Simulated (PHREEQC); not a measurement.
Ultrapure water in contact with air or piping

A made-up water analysis in mmol/kgw, 25 °C, pH 5.62, pe 10.9:

| constituent | mmol/kgw |
|---|---|
| Na | 0.00462 |
| K | 0.00596 |
| Ca | 0.00938 |
| Mg | 0.000377 |
| Cl | 0.00927 |
| S(6) | 0.00263 |
| Alkalinity (meq/kgw) | 0.0146 |
| Ba | 3.65e-06 |
| Cu(2) | 2.67e-05 |
| Pb | 0.000665 |
| Zn | 7.57e-06 |
| O(0) (counted as O atoms) | 2.02e-05 |

Valence states are taken as typed.

Equilibrium calculation in PHREEQC: ion-association model, phreeqc.dat.

Each row changes one thing in this solution. Precipitation was switched off in this run.

```
case                                             CO2 (mol/kgw)  HCO3- (mol/kgw)  PbHCO3+ (mol/kgw)  PbOH+ (mol/kgw)  CaSO4 (mol/kgw)  PbCO3 (mol/kgw)  SI of Pb(OH)2 (Pb(OH)2)  SI of Anglesite (PbSO4)
-----------------------------------------------  -------------  ---------------  -----------------  ---------------  ---------------  ---------------  -----------------------  -----------------------
as made                                                9.09e-5          1.70e-5            8.46e-9          5.13e-9          4.11e-9          3.59e-9                    -3.11                    -4.01
Na from 0.00462 to 0.00924 mmol/kgw                    9.09e-5          1.70e-5            8.45e-9          5.13e-9          4.10e-9                …                    -3.11                    -4.01
all concentrations times 3 at the same typed pH              …          4.61e-5            6.53e-8          1.47e-8          3.52e-8          2.76e-8                    -2.66                    -3.09
O(0) from 2.02e-05 to 1.01e-05 mmol/kgw                9.09e-5          1.70e-5            8.46e-9          5.13e-9          4.11e-9          3.59e-9                    -3.11                    -4.01
pH from 5.62 to 5.5 at the same alkalinity            0.000125          1.78e-5                  …          3.90e-9          4.11e-9          2.85e-9                    -3.35                    -4.01
```

Task: What belongs in the gaps?

Result: 
- Na from 0.00462 to 0.00924 mmol/kgw, PbCO3 (mol/kgw): 3.58e-9
- all concentrations times 3 at the same typed pH, CO2 (mol/kgw): 0.000245
- pH from 5.62 to 5.5 at the same alkalinity, PbHCO3+ (mol/kgw): 8.86e-9
